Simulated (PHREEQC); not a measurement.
Dissolve 4.6 mol/kgw LiCl, 0.056 mol/kgw BaCl2 and 0.093 mol/kgw KBr at 25 °C. Closed to the air; pH follows from the charge balance.

Computed with PHREEQC (Pitzer model, pitzer.dat).

Q: The ionic strength comes out as 4.86 mol/kgw. What activity coefficients do Cl-, Li+, Br-, K+, Ba+2 get?

A: Cl- 0.59, Li+ 5.8, Br- 0.75, K+ 1.8, Ba+2 1.3. Single-ion values are on the MacInnes scale.

No solid was allowed to form. Species that the database lacks are ignored.
